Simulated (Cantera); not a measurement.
**Ignition delay**

Mixture: 1.08 % CH4, 0.228 % C2H6, 1.41 % C3H8, 20.4 % O2, 76.9 % N2, at 458 Torr, adiabatic and at constant volume. Ignition delay is the time to a rise of 400 K.

Cantera simulation using GRI-Mech 3.0 (53 species, 325 reactions); the numbers are that mechanism's predictions, not measurements. GRI-Mech 3.0 was tuned for natural gas; its chemistry of propane as a main component is partial and can be far from experiment.

```tsv
T0 (K)	delay (ms)
1300	0.959
1400	0.263
1500	0.101
1600	0.0495
1700	0.0290
1800	0.0191
1900	0.0137
```

```
Item                                                    Result
--------------------------------------------------  ----------
apparent activation energy between 1700 and 1900 K  100 kJ/mol
```
